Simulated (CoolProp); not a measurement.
Saturation properties of carbon dioxide.

Computed with CoolProp (reference Helmholtz-energy equation of state, Span 1996).

| T (K) | p (MPa) | liquid density (kg/m³) | vapour Z | liquid viscosity (µPa s) |
|---|---|---|---|---|
| 223.6 | 0.6949 | 1153 | 0.9017 | 225 |
| 229.1 | 0.8628 | 1132 | 0.8858 | 206 |
| 234.5 | 1.055 | 1111 | 0.8686 | 189 |
| 239.9 | ? | 1089 | 0.8499 | 173 |
| 245.3 | ? | 1067 | 0.8295 | 158 |
| 250.7 | 1.825 | 1043 | ? | 145 |
| 256.1 | 2.155 | 1018 | 0.7832 | 133 |
| 261.5 | 2.526 | 991.4 | 0.7569 | 122 |
| 267 | ? | 962.5 | 0.7277 | 111 |
| 272.4 | 3.416 | 931.9 | 0.6962 | ? |
| 277.8 | 3.934 | 898.3 | 0.6614 | 92.4 |
| 283.2 | ? | 860.7 | 0.6223 | 83.5 |
| 288.6 | 5.143 | 817.3 | 0.5774 | ? |
| 294 | ? | 764.1 | 0.5233 | 65.3 |

**Question.** Complete the blanks.

**Answer.** 
- 239.9, p (MPa): 1.278
- 245.3, p (MPa): 1.534
- 250.7, vapour Z: 0.8073
- 267, p (MPa): 2.951
- 272.4, liquid viscosity (µPa s): 102
- 283.2, p (MPa): 4.508
- 288.6, liquid viscosity (µPa s): 74.5
- 294, p (MPa): 5.844

Viscosity comes from a separate model (Laesecke 2017).
